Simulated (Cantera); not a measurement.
Input: 1 mol CH₄, 0.81 mol CO₂, 7.3 mol H₂, at 2400 K and 0.370 bar.

Equilibrium computed with Cantera from the NASA thermochemical tables; the gas is ideal and each condensed phase is pure. Candidate condensed phases: C, C₆H₆, C₇H₈, C₈H₁₈, H₂O; 110 gas species. Kinetics and transport are ignored.

Base state: H₂ 0.824, CO 0.147, H 0.0237, C₂H₂ (acetylene) 0.00574, CH₄ 4.46e-5, CH₃ 2.36e-5, C₄H₂ 1.65e-5 (mole fractions); condensed: C(graphite).

**Question.** What changes in the equilibrium state with this change: pressure from 0.370 bar to 1 atm?

**Answer.** 
| species | before | after |
|---|---|---|
| H₂ | 0.824 | 0.832 |
| CO | 0.147 | 0.147 |
| H | 0.0237 | 0.0144 |
| CH₄ | 4.46e-5 | 0.000125 |
| CH₃ | 2.36e-5 | 3.97e-5 |
| C₂H₂ (acetylene) | 0.00574 | 0.00580 |
| C₄H₂ | 1.65e-5 | 1.66e-5 |
| C(graphite), mol | 0.0612 | 0.0595 |

**Question.** What changes in the equilibrium state with this change: CH₄ replaced by C₆H₆?

**Answer.** 
```tsv
species	before	after
H₂	0.824	0.836
CO	0.147	0.134
H	0.0237	0.0239
CH₄	4.46e-5	4.59e-5
CH₃	2.36e-5	2.42e-5
C₄H₂	1.65e-5	1.67e-5
C(graphite), mol	0.0612	5.05
```
